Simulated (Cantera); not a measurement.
An isothermal, constant-pressure homogeneous reactor starts with 2.40 % CH4, 96.2 % H2, 1.44 % N2, at 2450 K and 0.0691 atm.

Detailed kinetics in Cantera: GRI-Mech 3.0 (53 species, 325 reactions). GRI-Mech 3.0 stops at C3 and has no aromatics, soot or wall deposition, so with more carbon than oxygen in the feed, carbon stays in small species such as C2H2 where larger ones or solid carbon would form.

x: mole fraction; the columns are a selection and need not sum to one.

| t (s) | x CH4 | x H2 | x C2H4 | x C2H6 | x C2H | x C2H2 |
|---|---|---|---|---|---|---|
| 0.000300 | 0.0139 | 0.946 | 0.000120 | 1.92e-6 | ___ | 0.00215 |
| 0.00138 | 0.00203 | 0.941 | 9.02e-6 | 6.86e-8 | ___ | 0.00987 |
| 0.00634 | 0.000153 | 0.931 | 1.19e-6 | 5.13e-10 | ___ | 0.0113 |
| 0.0292 | 1.72e-5 | 0.913 | 7.55e-7 | 8.85e-12 | ___ | 0.0113 |
| 0.134 | 1.04e-5 | 0.903 | 6.16e-7 | 3.79e-12 | 5.79e-5 | 0.0112 |
| 0.617 | 1.04e-5 | 0.902 | 6.11e-7 | 3.76e-12 | 5.77e-5 | 0.0112 |
| 2.84 | 1.04e-5 | 0.902 | 5.98e-7 | 3.75e-12 | 5.65e-5 | 0.0109 |
| 13.0 | 1.02e-5 | 0.902 | 5.59e-7 | 3.60e-12 | 5.28e-5 | 0.0102 |
| 60.0 | 9.61e-6 | 0.902 | 4.83e-7 | 3.20e-12 | ___ | 0.00881 |

**Question.** What belongs in the gaps?

**Answer.** 
- 0.000300, x C2H: 2.73e-6
- 0.00138, x C2H: 2.14e-5
- 0.00634, x C2H: 3.42e-5
- 0.0292, x C2H: 4.89e-5
- 60.0, x C2H: 4.56e-5
